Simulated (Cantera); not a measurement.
An isothermal, constant-pressure homogeneous reactor starts with 38.5 % C₃H₈, 61.5 % H₂, at 1550 K and 20.0 Torr.

Model: GRI-Mech 3.0 (53 species, 325 reactions), integrated in Cantera. GRI-Mech 3.0 was tuned for natural gas; its chemistry of propane as a main component is partial and can be far from experiment. GRI-Mech 3.0 stops at C3 and has no aromatics, soot or wall deposition, so with more carbon than oxygen in the feed, carbon stays in small species such as C2H2 where larger ones or solid carbon would form. Radical loss at walls, strong at low pressure, is not modelled.

x: mole fraction; the columns are a selection and need not sum to one.

```json
[
 {"t (s)": "2.00e-5", "x C₃H₈": "0.373", "x H₂": "0.611", "x CH₂": "[?]", "x CH₄": "0.00126", "x H": "0.000173", "x CH₃": "0.00649", "x C₂H": "<1e-12"},
 {"t (s)": "7.17e-5", "x C₃H₈": "0.320", "x H₂": "0.591", "x CH₂": "[?]", "x CH₄": "0.0185", "x H": "0.000501", "x CH₃": "0.0256", "x C₂H": "1.94e-10"},
 {"t (s)": "0.000257", "x C₃H₈": "0.119", "x H₂": "0.521", "x CH₂": "[?]", "x CH₄": "0.124", "x H": "0.00119", "x CH₃": "0.0362", "x C₂H": "3.73e-8"},
 {"t (s)": "0.000921", "x C₃H₈": "0.00282", "x H₂": "0.503", "x CH₂": "[?]", "x CH₄": "0.212", "x H": "0.000902", "x CH₃": "0.00897", "x C₂H": "2.65e-7"},
 {"t (s)": "0.00330", "x C₃H₈": "1.06e-5", "x H₂": "0.530", "x CH₂": "[?]", "x CH₄": "0.208", "x H": "0.000247", "x CH₃": "0.00192", "x C₂H": "1.28e-7"},
 {"t (s)": "0.0118", "x C₃H₈": "6.09e-8", "x H₂": "0.552", "x CH₂": "[?]", "x CH₄": "0.198", "x H": "9.01e-5", "x CH₃": "0.000646", "x C₂H": "6.07e-8"},
 {"t (s)": "0.0424", "x C₃H₈": "1.21e-8", "x H₂": "0.573", "x CH₂": "[?]", "x CH₄": "0.188", "x H": "5.82e-5", "x CH₃": "0.000383", "x C₂H": "4.80e-8"},
 {"t (s)": "0.152", "x C₃H₈": "1.19e-8", "x H₂": "0.596", "x CH₂": "4.69e-8", "x CH₄": "0.175", "x H": "7.91e-5", "x CH₃": "0.000468", "x C₂H": "7.50e-8"},
 {"t (s)": "0.545", "x C₃H₈": "9.59e-9", "x H₂": "0.614", "x CH₂": "4.86e-8", "x CH₄": "0.153", "x H": "8.88e-5", "x CH₃": "0.000446", "x C₂H": "8.48e-8"},
 {"t (s)": "1.95", "x C₃H₈": "3.71e-9", "x H₂": "0.653", "x CH₂": "[?]", "x CH₄": "0.103", "x H": "0.000103", "x CH₃": "0.000328", "x C₂H": "9.77e-8"},
 {"t (s)": "7.00", "x C₃H₈": "4.12e-10", "x H₂": "0.701", "x CH₂": "[?]", "x CH₄": "0.0403", "x H": "0.000135", "x CH₃": "0.000158", "x C₂H": "1.26e-7"}
]
```

Task: What belongs in the gaps?

Result: 
- 2.00e-5, x CH₂: 8.27e-7
- 7.17e-5, x CH₂: 1.08e-5
- 0.000257, x CH₂: 1.69e-5
- 0.000921, x CH₂: 4.01e-6
- 0.00330, x CH₂: 4.82e-7
- 0.0118, x CH₂: 7.70e-8
- 0.0424, x CH₂: 3.06e-8
- 1.95, x CH₂: 4.00e-8
- 7.00, x CH₂: 2.47e-8
